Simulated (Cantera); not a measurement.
## Premixed flame

A freely propagating, adiabatic, planar premixed flame of 37.1 % H2, 13.2 % O2, 49.7 % N2, equivalence ratio 1.4, unburnt at 450 K and 5.00 bar; unity-Lewis-number transport, grid criteria slope 0.08 and curve 0.16, no radiation.

Computed with Cantera and the H2/O2 subset of GRI-Mech 3.0, which has no nitrogen chemistry. The hydrogen kinetics of GRI-Mech 3.0 are dated; newer H2 mechanisms differ, most at raised pressure. Unity Lewis numbers drop preferential diffusion, which matters most where H2 and H carry the flame. Burning velocities carry a grid error of a few per cent, more on coarse grids.

| z (mm) | T (K) | u (m/s) | x H2 | x O2 | x HO2 | x OH | x O | x H2O |
|---|---|---|---|---|---|---|---|---|
| -0.142 | 450 | 3.62 | 0.371 | 0.132 | 2.69e-8 | <1e-8 | <1e-8 | 1.02e-6 |
| -0.0945 | 450 | 3.62 | 0.371 | 0.132 | 4.70e-7 | <1e-8 | <1e-8 | 1.80e-5 |
| -0.0709 | 451 | 3.63 | 0.371 | 0.132 | 2.91e-6 | <1e-8 | 3.05e-8 | 0.000111 |
| -0.0473 | 458 | 3.68 | 0.370 | 0.132 | 2.56e-5 | 2.08e-8 | 3.60e-7 | 0.000976 |
| -0.0236 | 601 | 4.79 | 0.355 | 0.124 | 0.000490 | 3.19e-5 | 2.39e-5 | 0.0186 |
| -0.0118 | 977 | 7.60 | 0.310 | 0.1000 | 0.000628 | 0.000752 | 0.000391 | 0.0713 |
| 0 | 1436 | 10.8 | 0.220 | 0.0580 | 0.000242 | 0.00301 | 0.00238 | 0.160 |
| 0.0118 | 1727 | 12.8 | 0.147 | 0.0241 | 8.51e-5 | 0.00708 | 0.00397 | 0.229 |
| 0.0236 | 1883 | 13.8 | 0.120 | 0.0102 | 3.28e-5 | 0.00981 | 0.00397 | 0.257 |
| 0.0473 | 2039 | 14.7 | 0.114 | 0.00382 | 1.16e-5 | 0.0107 | 0.00290 | 0.274 |
| 0.0945 | 2174 | 15.5 | 0.115 | 0.00176 | 5.28e-6 | 0.00910 | 0.00154 | 0.284 |
| 0.189 | 2275 | 16.1 | 0.118 | 0.000768 | 2.27e-6 | 0.00663 | 0.000668 | 0.292 |
| 0.378 | 2341 | 16.5 | 0.119 | 0.000291 | 8.05e-7 | 0.00433 | 0.000252 | 0.298 |
x: mole fraction of selected species; z is measured from the peak of heat release.

| Quantity | Value |
|---|---|
| laminar burning velocity | 362 cm/s |
| thermal thickness | 0.0473 mm |
| peak x(HO2) | 0.000759 |
| peak x(OH) | 0.0107 |
| peak x(O) | 0.00409 |
| grid points | 113 |
